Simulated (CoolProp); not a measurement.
A simple Rankine cycle with n-perfluorohexane: condensing at 332.15 K, boiler at 1.38 MPa, turbine inlet 449 K, turbine efficiency 0.75, pump efficiency 0.7, no recuperator. Each further row changes one setting.

Computed with CoolProp (reference Helmholtz-energy equation of state, Gao 2022).

```tsv
case	thermal efficiency (%)	net work (kJ/kg)	heat in (kJ/kg)	turbine exit temperature (K)	volume ratio over the turbine
as stated	9.1	16.2	178	(withheld)	18.4
condensing temperature 324.15 K	9.7	18.2	(withheld)	413.7	24.3
boiler pressure 0.966 MPa	(withheld)	15.0	185	(withheld)	(withheld)
turbine efficiency 0.65	7.8	(withheld)	178	418.4	18.5
```

Question: What belongs in the gaps?

Answer: 
- as stated, turbine exit temperature (K): 416.0
- condensing temperature 324.15 K, heat in (kJ/kg): 187
- boiler pressure 0.966 MPa, thermal efficiency (%): 8.1
- boiler pressure 0.966 MPa, turbine exit temperature (K): 424.5
- boiler pressure 0.966 MPa, volume ratio over the turbine: 10.7
- turbine efficiency 0.65, net work (kJ/kg): 13.9
